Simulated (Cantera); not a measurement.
Feed: 1 mol CH₃Cl, 0.19 mol HCl, equilibrated at 0.0990 bar.

Cantera equilibrium calculation (NASA polynomials, part measured and part estimated; ideal gas, pure solids and liquids). Candidate condensed phases: C, C₆H₆, C₇H₈, C₈H₁₈; 91 gas species. The tables' values for CCl are old estimates; treat these amounts as uncertain. Kinetics and transport are ignored.

x: gas mole fraction; n: condensed amount in mol.

```json
[
 {"T (°C)": "2600", "x H": "0.193", "x H₂": "0.335", "x HCl": "0.326", "x Cl": "0.129", "x C₃": "0.000765", "x C₂H₂ (acetylene)": "0.0142", "x C₂H": "0.00116", "n C(graphite)": "0.908"},
 {"T (°C)": "2675", "x H": "0.236", "x H₂": "0.306", "x HCl": "0.286", "x Cl": "0.150", "x C₃": "0.00179", "x C₂H₂ (acetylene)": "0.0163", "x C₂H": "0.00201", "n C(graphite)": "0.877"},
 {"T (°C)": "2750", "x H": "0.282", "x H₂": "0.274", "x HCl": "0.245", "x Cl": "0.171", "x C₃": "0.00402", "x C₂H₂ (acetylene)": "0.0182", "x C₂H": "0.00333", "n C(graphite)": "0.828"},
 {"T (°C)": "2825", "x H": "0.329", "x H₂": "0.239", "x HCl": "0.204", "x Cl": "0.190", "x C₃": "0.00865", "x C₂H₂ (acetylene)": "0.0196", "x C₂H": "0.00530", "n C(graphite)": "(withheld)"},
 {"T (°C)": "2900", "x H": "0.374", "x H₂": "0.203", "x HCl": "0.165", "x Cl": "0.205", "x C₃": "0.0179", "x C₂H₂ (acetylene)": "0.0203", "x C₂H": "0.00810", "n C(graphite)": "(withheld)"},
 {"T (°C)": "2975", "x H": "0.412", "x H₂": "0.165", "x HCl": "0.128", "x Cl": "0.216", "x C₃": "0.0359", "x C₂H₂ (acetylene)": "0.0199", "x C₂H": "0.0118", "n C(graphite)": "(withheld)"},
 {"T (°C)": "3050", "x H": "0.445", "x H₂": "0.131", "x HCl": "0.0972", "x Cl": "0.221", "x C₃": "0.0560", "x C₂H₂ (acetylene)": "0.0164", "x C₂H": "0.0145", "n C(graphite)": "(withheld)"}
]
```

**Question.** What belongs in the gaps?

**Answer.** 
- 2825, n C(graphite): 0.747
- 2900, n C(graphite): 0.600
- 2975, n C(graphite): 0.321
- 3050, n C(graphite): 0
